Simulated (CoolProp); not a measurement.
Vapour pressure (MPa) of the fluoroketone C6F12O (FK-5-1-12): the reference equation beside estimates from Tc = 441.8 K, pc = 1.869 MPa, ω = 0.471. Clausius-Clapeyron is anchored at 342.6 K with a constant enthalpy of vaporisation of 25.77 kJ/mol.

The numbers come from the reference Helmholtz-energy equation of state, McLinden 2015 in CoolProp.

| T (K) | reference | Lee-Kesler | Clausius-Clapeyron | van der Waals | Redlich-Kwong | Peng-Robinson |
|---|---|---|---|---|---|---|
| 318.8 | 0.08990 | 0.08994 | 0.09949 | 0.4366 | 0.2101 | 0.09006 |
| 326.7 | 0.1181 | 0.1182 | 0.1259 | 0.4928 | 0.2554 | 0.1181 |
| 334.7 | 0.1533 | 0.1535 | 0.1579 | 0.5541 | 0.3078 | 0.1530 |
| 342.6 | 0.1955 | 0.1957 | 0.1955 | 0.6193 | 0.3667 | 0.1950 |
| 350.5 | 0.2461 | 0.2462 | 0.2397 | 0.6892 | 0.4329 | 0.2454 |
| 358.4 | 0.3061 | 0.3062 | 0.2913 | 0.7639 | 0.5070 | 0.3053 |
| 366.3 | 0.3767 | 0.3766 | 0.3511 | 0.8435 | 0.5894 | 0.3760 |
| 374.2 | 0.4589 | 0.4587 | 0.4198 | 0.9281 | 0.6805 | 0.4587 |
| 382.1 | 0.5542 | 0.5536 | 0.4982 | 1.018 | 0.7806 | 0.5546 |
| 390.1 | 0.6652 | 0.6643 | 0.5884 | 1.114 | 0.8916 | 0.6668 |
| 398 | 0.7906 | 0.7897 | 0.6889 | 1.214 | 1.011 | 0.7938 |
| 405.9 | 0.9335 | 0.9326 | 0.8017 | 1.320 | 1.141 | 0.9385 |

Absolute difference from the reference over all 12 rows, mean and median: Lee-Kesler 0.1 and 0.1 %, Clausius-Clapeyron 7.6 and 7.7 %, van der Waals 165.3 and 136.7 %, Redlich-Kwong 67.5 and 61.0 %, Peng-Robinson 0.2 and 0.2 %.
